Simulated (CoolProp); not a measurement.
Vapour-liquid equilibrium of methane (1) + ethane (2) at -130.25 °C; x and y are mole fractions of (1).

Computed with CoolProp (multi-fluid Helmholtz-energy mixture model, Setzmann 1991 and Bücker 2006; pair parameters Kunz 2012).

Give the bubble pressure and the first vapour's composition at x = 0.2, 0.35, 0.5. Is there an azeotrope?

x = 0.2: 183.2 kPa, y = 0.975; x = 0.35: 298.3 kPa, y = 0.986; x = 0.5: 401.5 kPa, y = 0.991. No azeotrope shows between x = 0.05 and 0.95.

Pair parameters are fitted to limited data, so mixtures are less certain than the pure fluids. The gap from Raoult's law changes sign with composition, which may be real or a fault of the pair parameters; it wasn't checked against measurements.
